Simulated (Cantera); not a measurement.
An isothermal, constant-pressure homogeneous reactor starts with H₂ : O₂ : N₂ = 0.94 : 1 : 0.55 (molar parts), at 1350 K and 1.00 bar.

Cantera simulation using the H2/O2 subset of GRI-Mech 3.0, which has no nitrogen chemistry; the numbers are that mechanism's predictions, not measurements. The temperature is held fixed by assumption; the heat of reaction is taken as removed at once.

x: mole fraction; the columns are a selection and need not sum to one.

```
t (s)         x H₂   x O₂      x OH     x HO₂       x O      x H₂O₂
--------  --------  -----  --------  --------  --------  ----------
1.00e-5      0.232  0.335    0.0132  0.000237    0.0194  (withheld)
4.20e-5    0.00245  0.262   0.00239  0.000138  0.000846  (withheld)
0.000176  0.000138  0.262  0.000578   1.28e-5   4.39e-5  (withheld)
0.000740   6.29e-6  0.262  0.000208   1.29e-6   5.28e-6  (withheld)
0.00311    7.18e-7  0.262   9.02e-5   2.74e-7   9.95e-7  (withheld)
0.0130     2.25e-7  0.262   4.86e-5   1.55e-7   2.92e-7  (withheld)
0.0548     1.87e-7  0.262   4.20e-5   1.51e-7   2.18e-7     1.89e-8
0.230      1.87e-7  0.262   4.20e-5   1.51e-7   2.18e-7     1.89e-8
0.965      1.87e-7  0.262   4.20e-5   1.51e-7   2.18e-7     1.89e-8
4.05       1.87e-7  0.262   4.20e-5   1.51e-7   2.18e-7     1.89e-8
17.0       1.87e-7  0.262   4.20e-5   1.51e-7   2.18e-7     1.89e-8
71.5       1.87e-7  0.262   4.20e-5   1.51e-7   2.18e-7     1.89e-8
300        1.87e-7  0.262   4.20e-5   1.51e-7   2.18e-7     1.89e-8
```

Question: Fill in the missing entries.

Answer: 
- 1.00e-5, x H₂O₂: 1.23e-5
- 4.20e-5, x H₂O₂: 8.89e-6
- 0.000176, x H₂O₂: 1.45e-6
- 0.000740, x H₂O₂: 3.04e-7
- 0.00311, x H₂O₂: 7.26e-8
- 0.0130, x H₂O₂: 2.43e-8
